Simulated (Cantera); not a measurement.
A perfectly stirred reactor is fed with C3H8 : H2 = 1 : 46 (molar parts), at 100.0 Torr; it is held at 1575 K, and followed from long to short residence time.

Model: GRI-Mech 3.0 (53 species, 325 reactions), integrated in Cantera. GRI-Mech 3.0 was tuned for natural gas; its chemistry of propane as a main component is partial and can be far from experiment. GRI-Mech 3.0 stops at C3 and has no aromatics, soot or wall deposition, so with more carbon than oxygen in the feed, carbon stays in small species such as C2H2 where larger ones or solid carbon would form.

### Question
What does this change do: C3H8 1 to 3.3 parts?

### Answer
```
quantity                  before     after
----------------------  --------  --------
x(C3H8) at τ = 28.0 s    1.37e-7   3.93e-7
x(H2) at τ = 28.0 s        0.964     0.906
x(C2H) at τ = 28.0 s     8.71e-9   2.76e-8
x(CH3) at τ = 28.0 s     2.56e-5   4.54e-5
x(C2H2) at τ = 28.0 s     0.0246    0.0750
x(C3H8) at τ = 0.240 s   1.10e-5   3.24e-5
x(H2) at τ = 0.240 s       0.959     0.889
x(C2H) at τ = 0.240 s    1.46e-8   4.78e-8
x(CH3) at τ = 0.240 s   0.000102  0.000241
x(C2H2) at τ = 0.240 s    0.0199    0.0627
```

### Question
What does this change do: H2 46 to 320 parts?

### Answer
| quantity | before | after |
|---|---|---|
| x(C3H8) at τ = 28.0 s | 1.37e-7 | 2.09e-8 |
| x(H2) at τ = 28.0 s | 0.964 | 0.994 |
| x(C2H) at τ = 28.0 s | 8.71e-9 | 1.04e-9 |
| x(CH3) at τ = 28.0 s | 2.56e-5 | 7.56e-6 |
| x(C2H2) at τ = 28.0 s | 0.0246 | 0.00300 |
| x(C3H8) at τ = 0.240 s | 1.10e-5 | 1.68e-6 |
| x(H2) at τ = 0.240 s | 0.959 | 0.993 |
| x(C2H) at τ = 0.240 s | 1.46e-8 | 1.95e-9 |
| x(CH3) at τ = 0.240 s | 0.000102 | 1.75e-5 |
| x(C2H2) at τ = 0.240 s | 0.0199 | 0.00276 |
